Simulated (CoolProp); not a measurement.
Hexamethyldisiloxane (MM) along the isotherm 595.2 K: density (kg/m³) from the reference equation and from simpler models built on Tc = 518.7 K, pc = 1.931 MPa, ω = 0.418; each cubic takes its own stable root.

Model: reference Helmholtz-energy equation of state, Thol 2016, in CoolProp.

```tsv
p (MPa)	phase	reference
0.603	gas	21.27
1.21	gas	46.32
1.81	gas	75.75
2.41	supercritical	111.1
3.02	supercritical	154.7
3.62	supercritical	205.4
4.22	supercritical	259.1
4.83	supercritical	305.8
```

How far does each simpler model (ideal gas, Redlich-Kwong, Soave-Redlich-Kwong, Peng-Robinson) lie from the reference over these 8 states: mean and median of the absolute difference, and the worst?


- ideal gas: mean 30.6 %, median 32.4 %, worst -48.2 % at 595.2 K and 4.83 MPa
- Redlich-Kwong: mean 5.7 %, median 4.8 %, worst +12.7 % at 595.2 K and 3.62 MPa
- Soave-Redlich-Kwong: mean 4.8 %, median 3.3 %, worst -11.6 % at 595.2 K and 4.83 MPa
- Peng-Robinson: mean 1.8 %, median 1.2 %, worst -5.2 % at 595.2 K and 4.83 MPa
